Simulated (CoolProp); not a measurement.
Vapour-liquid equilibrium of propylene (1) + 1-butene (2) at 0.0405 bar; x and y are mole fractions of (1).

Model: multi-fluid Helmholtz-energy mixture model, Lemmon 2013 and Lemmon 2005; pair parameters Bell 2016, in CoolProp.

```csv
x,bubble temperature (K),y at the bubble point,dew temperature at overall composition x (K),liquid density (mol/L)
0.05,200.7,0.348,205.2,12.55
0.2,190.8,0.750,203.1,13.12
0.35,185.0,0.878,200.7,13.64
0.5,181.1,0.935,197.7,14.15
0.65,178.1,0.966,194.0,14.67
0.8,175.8,0.984,188.9,15.21
0.95,173.8,0.997,179.7,15.77
```

No azeotrope shows between x = 0.05 and 0.95.

Pair parameters are fitted to limited data, so mixtures are less certain than the pure fluids.
